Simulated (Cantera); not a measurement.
Input: 1 mol C2H6, 0.036 mol CO2, 3 mol N2, 0.38 mol NH3, at 2150 K and 10.5 Torr.

Method: chemical equilibrium by Gibbs-energy minimisation in Cantera with the NASA 1993 tables (ideal gas, pure condensed phases). Candidate condensed phases: C, C6H6, C7H8, C8H18, H2O; 136 gas species. Kinetics and transport are ignored.

Base state: H2 0.496, N2 0.455, H 0.0251, HCN 0.0121, CO 0.0104, C2H2 (acetylene) 0.000961, HNC 0.000887, CN 1.99e-5 (mole fractions); condensed: C(graphite).

What changes in the equilibrium state with this change: 0.36 mol O2 added?


| species | before | after |
|---|---|---|
| H2 | 0.496 | 0.448 |
| N2 | 0.455 | 0.411 |
| CO | 0.0104 | 0.104 |
| HCN | 0.0121 | 0.0110 |
| H | 0.0251 | 0.0239 |
| C2H2 (acetylene) | 0.000961 | 0.000869 |
| HNC | 0.000887 | 0.000802 |
| CN | 1.99e-5 | 1.89e-5 |
| C(graphite), mol | 1.86 | 1.14 |
